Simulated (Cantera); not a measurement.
Feed: 1 mol Si, 1.1 mol Cl2, 8.7 mol H2, held at 10000 Pa.

Cantera equilibrium calculation (NASA polynomials, part measured and part estimated; ideal gas, pure solids and liquids). Candidate condensed phases: Si; 19 gas species. The tables' values for SiCl3 are old estimates; treat these amounts as uncertain. Rates play no part.

Problem. At 1100 K, list the 5 most abundant gas species with their mole fractions, and the condensed phases.

Solution. H2 0.909, SiCl4 0.0362, HCl 0.0343, SiHCl3 0.0142, SiCl2 0.00264. Condensed: Si(s).
